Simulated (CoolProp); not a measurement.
Sulfur dioxide along the isobar 9.52 MPa: density (kg/m³) from the reference equation and from simpler models built on Tc = 430.6 K, pc = 7.887 MPa, ω = 0.256; each cubic takes its own stable root.

Computed with CoolProp (reference Helmholtz-energy equation of state, Gao 2016).

```json
[
 {"T (K)": "250.1", "phase": "liquid", "reference": "1508"},
 {"T (K)": "255.3", "phase": "liquid", "reference": "1495"},
 {"T (K)": "260.4", "phase": "liquid", "reference": "1483"},
 {"T (K)": "265.5", "phase": "liquid", "reference": "1470"},
 {"T (K)": "270.7", "phase": "liquid", "reference": "1457"},
 {"T (K)": "275.8", "phase": "liquid", "reference": "1444"},
 {"T (K)": "281", "phase": "liquid", "reference": "1431"},
 {"T (K)": "286.1", "phase": "liquid", "reference": "1417"},
 {"T (K)": "291.2", "phase": "liquid", "reference": "1404"},
 {"T (K)": "296.4", "phase": "liquid", "reference": "1391"},
 {"T (K)": "301.5", "phase": "liquid", "reference": "1377"}
]
```

Q: How far does each simpler model (van der Waals, Redlich-Kwong, Soave-Redlich-Kwong, Peng-Robinson) lie from the reference over these 11 states: mean and median of the absolute difference, and the worst?

A: 
- van der Waals: mean 39.7 %, median 39.7 %, worst -40.2 % at 250.1 K and 9.52 MPa
- Redlich-Kwong: mean 12.8 %, median 12.8 %, worst -13.1 % at 301.5 K and 9.52 MPa
- Soave-Redlich-Kwong: mean 10.2 %, median 10.2 %, worst -10.5 % at 250.1 K and 9.52 MPa
- Peng-Robinson: mean 1.3 %, median 1.3 %, worst +1.5 % at 301.5 K and 9.52 MPa
